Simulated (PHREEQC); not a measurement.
0.055 g of hydrous ferric oxide (600 m²/g; 0.2 weak and 0.005 strong sites per Fe, Dzombak-Morel constants, diffuse double layer) in 1 kg of water with 0.01 mol/kgw of an inert sodium salt, at 25 °C; the pH is set by adding NaOH or the inert anion's acid. Oxygen alone is held at its pressure in air (log pO2 = -0.68). CO2 from the air is kept out. No solid was allowed to form.

Equilibrium calculation in PHREEQC: ion-association model, wateq4f.dat.

Predict surface charge σ (C/m²), surface potential ψ (mV) at pH = 4.33, 5.67, 7, 7.67, 9.67.


```tsv
pH	surface charge σ (C/m²)	surface potential ψ (mV)
4.33	0.178	175
5.67	0.066	125
7	0.017	61
7.67	0.006	24
9.67	-0.029	-84
```

Complexes and solids missing from the database can't appear. The oxide is taken as insoluble; below pH 4 it would dissolve.
